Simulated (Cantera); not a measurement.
Input: 1 mol SiH4, 0.55 mol N2O, 18 mol H2, equilibrated at 54.0 Pa.

Method: chemical equilibrium by Gibbs-energy minimisation in Cantera with the NASA 1993 tables (ideal gas, pure condensed phases). Candidate condensed phases: H2O, Si, SiO2, Si2N2O, Si3N4; 35 gas species. Mutual solubility and eutectic melting of coexisting phases are not modelled. The numbers say what is thermodynamically allowed, not how fast it happens. All values below are at 827 °C.

Base state: H2 0.997, N2 0.00332 (mole fractions); condensed: SiO2(β-quartz) + Si2N2O(s).

Q: What changes in the equilibrium state with this change: N2O from 0.55 to 49 mol?

A: 
```json
[
 {"species": "N2", "before": "0.00332", "after": "0.594"},
 {"species": "H2O", "before": "2.86e-6", "after": "0.242"},
 {"species": "O2", "before": "<1e-9", "after": "0.164"},
 {"species": "H2", "before": "0.997", "after": "3.40e-8"},
 {"species": "NO", "before": "<1e-9", "after": "6.51e-5"},
 {"species": "SiO2(β-quartz), mol", "before": "0.0333", "after": "1.00"},
 {"species": "Si2N2O(s), mol", "before": "0.483", "after": "0"}
]
```
